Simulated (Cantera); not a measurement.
Charge: 1 mol Al2O3, 0.41 mol H2O, at 1 atm.

Method: chemical equilibrium by Gibbs-energy minimisation in Cantera with the NASA 1993 tables (ideal gas, pure condensed phases). Candidate condensed phases: Al, Al2O3, H2O; 19 gas species. Gases not in the tables: Al(OH)3. Rates play no part.

At 2050 °C, list the 5 most abundant gas species with their mole fractions, and the condensed phases.

H2O 0.954, H2 0.0235, OH 0.0112, O2 0.00909, H 0.00166. Condensed: Al2O3(s).
